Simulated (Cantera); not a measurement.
An isothermal, constant-pressure homogeneous reactor starts with CH4 : CO2 : H2 = 1 : 1.5 : 0.62 (molar parts), at 1900 K and 48000 Pa.

Detailed kinetics in Cantera: GRI-Mech 3.0 (53 species, 325 reactions).

x: mole fraction; the columns are a selection and need not sum to one.

| t (s) | x CH4 | x CO2 | x H2 | x C2H2 | x O | x C2H6 | x HCO |
|---|---|---|---|---|---|---|---|
| 4.00e-5 | 0.316 | 0.479 | 0.200 | 1.40e-5 | 9.01e-10 | [?] | 6.83e-8 |
| 0.000139 | 0.291 | 0.468 | 0.214 | 0.00208 | 4.28e-9 | [?] | 8.98e-7 |
| 0.000485 | 0.201 | 0.407 | 0.277 | 0.0329 | 6.09e-9 | [?] | 7.77e-7 |
| 0.00169 | 0.0902 | 0.277 | 0.311 | 0.0791 | 8.96e-9 | [?] | 3.41e-7 |
| 0.00587 | 0.0228 | 0.110 | 0.260 | 0.0970 | 1.94e-8 | [?] | 1.46e-7 |
| 0.0204 | 0.0113 | 0.0607 | 0.294 | 0.0711 | 2.33e-8 | [?] | 1.01e-7 |
| 0.0711 | 0.00732 | 0.0387 | 0.363 | 0.0333 | 1.92e-8 | [?] | 8.14e-8 |
| 0.248 | 0.00295 | 0.0243 | 0.416 | 0.00719 | 1.59e-8 | [?] | 7.77e-8 |
| 0.862 | 0.000192 | 0.0200 | 0.433 | 7.99e-5 | 1.45e-8 | 6.62e-10 | 7.67e-8 |
| 3.00 | 9.65e-9 | 0.0199 | 0.433 | 7.15e-12 | 1.47e-8 | <1e-12 | 7.72e-8 |

### Question
Fill in the missing entries.

### Answer

- 4.00e-5, x C2H6: 0.000133
- 0.000139, x C2H6: 0.000755
- 0.000485, x C2H6: 0.000466
- 0.00169, x C2H6: 0.000118
- 0.00587, x C2H6: 1.48e-5
- 0.0204, x C2H6: 3.83e-6
- 0.0711, x C2H6: 1.20e-6
- 0.248, x C2H6: 1.63e-7
